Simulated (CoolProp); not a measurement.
Model: reference Helmholtz-energy equation of state, Thol 2019, in CoolProp.

**Question.** For n-pentane, give the phase and the density (kg/m³), cv (kJ/(kg K)), speed of sound (m/s), Joule-Thomson coefficient (K/MPa) at 175.15 °C and 3670 kPa; 175.15 °C and 4130 kPa.

**Answer.** 
- 175.15 °C and 3670 kPa: liquid; density 425, cv 2.36, speed of sound 328, Joule-Thomson coefficient 1.12
- 175.15 °C and 4130 kPa: liquid; density 431, cv 2.35, speed of sound 349, Joule-Thomson coefficient 0.949
